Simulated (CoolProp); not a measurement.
The numbers come from the reference Helmholtz-energy equation of state, Zhou 2012 in CoolProp.

Question: For m-xylene, give the phase and the Z, Joule-Thomson coefficient (K/MPa), Prandtl number at -23.35 °C and 4.32 MPa; 26.25 °C and 4.32 MPa; 42.75 °C and 4.32 MPa.

Answer: 
- -23.35 °C and 4.32 MPa: liquid; Z 0.245, Joule-Thomson coefficient -0.545, Prandtl number 13.4
- 26.25 °C and 4.32 MPa: liquid; Z 0.214, Joule-Thomson coefficient -0.480, Prandtl number 7.75
- 42.75 °C and 4.32 MPa: liquid; Z 0.206, Joule-Thomson coefficient -0.456, Prandtl number 6.90

Viscosity comes from a separate model (Cao 2016). Thermal conductivity comes from a separate model (Mylona 2014).
